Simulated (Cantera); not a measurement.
## SF₆ + H₂O + N₂ (abatement and gas-phase synthesis)

Input: 1 mol SF₆, 0.084 mol H₂O, 1 mol N₂, at 310 Pa.

Method: chemical equilibrium by Gibbs-energy minimisation in Cantera with the NASA 1993 tables (ideal gas, pure condensed phases). Candidate condensed phases: H₂O, H₂SO₄, S; 62 gas species. The tables' values for SOF₂, SF₃, S₂F₂ (SSF₂), FS₂F (FSSF) are old estimates; treat these amounts as uncertain. Kinetics and transport are ignored.

```json
[
 {"T (K)": "1875", "x F": "0.647", "x N₂": "0.164", "x SF₂": "0.136", "x S": "0.000567", "x S₂": "0.000564", "x HF": "0.0275", "x SF": "0.00848", "x SO": "0.00221"},
 {"T (K)": "1975", "x F": "0.674", "x N₂": "0.155", "x SF₂": "0.0983", "x S": "0.00428", "x S₂": "0.00781", "x HF": "0.0260", "x SF": "0.0212", "x SO": "0.00591"},
 {"T (K)": "2075", "x F": "0.717", "x N₂": "0.142", "x SF₂": "0.0410", "x S": "0.0142", "x S₂": "0.0239", "x HF": "0.0239", "x SF": "0.0265", "x SO": "0.00841"},
 {"T (K)": "2175", "x F": "0.739", "x N₂": "0.135", "x SF₂": "0.0120", "x S": "0.0287", "x S₂": "0.0307", "x HF": "0.0226", "x SF": "0.0216", "x SO": "0.00936"},
 {"T (K)": "2275", "x F": "0.744", "x N₂": "0.131", "x SF₂": "0.00320", "x S": "0.0466", "x S₂": "0.0280", "x HF": "0.0220", "x SF": "0.0149", "x SO": "0.00972"},
 {"T (K)": "2375", "x F": "0.741", "x N₂": "0.129", "x SF₂": "0.000847", "x S": "0.0660", "x S₂": "0.0212", "x HF": "0.0217", "x SF": "0.00956", "x SO": "0.00977"},
 {"T (K)": "2475", "x F": "0.737", "x N₂": "0.127", "x SF₂": "0.000229", "x S": "0.0836", "x S₂": "0.0140", "x HF": "0.0214", "x SF": "0.00583", "x SO": "0.00951"},
 {"T (K)": "2575", "x F": "0.733", "x N₂": "0.126", "x SF₂": "6.38e-5", "x S": "0.0972", "x S₂": "0.00827", "x HF": "0.0212", "x SF": "0.00345", "x SO": "0.00885"},
 {"T (K)": "2675", "x F": "0.730", "x N₂": "0.125", "x SF₂": "1.87e-5", "x S": "0.106", "x S₂": "0.00462", "x HF": "0.0210", "x SF": "0.00202", "x SO": "0.00761"},
 {"T (K)": "2775", "x F": "0.727", "x N₂": "0.125", "x SF₂": "5.80e-6", "x S": "0.113", "x S₂": "0.00255", "x HF": "0.0208", "x SF": "0.00120", "x SO": "0.00582"}
]
```
x: gas mole fraction; nothing condenses.

From 1875 K to 2775 K nothing is condensed.
